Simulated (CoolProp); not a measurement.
A Linde-Hampson liquefier for oxygen: isothermal reversible compression at 250 K from 1 atm to 40 MPa, throttling to 1 atm, return gas leaving the recuperator 0 K below the feed. Each further row changes one setting.

Values from CoolProp's reference Helmholtz-energy equation of state, Schmidt 1985.

| case | liquid yield per pass | compression work (kJ/kg of gas) |
|---|---|---|
| as stated | 0.242 | 369 |
| high pressure 80 MPa | 0.231 | 425 |
| warm-end temperature 280 K | 0.185 | 423 |
| warm-end gap 5 K | 0.232 | 369 |
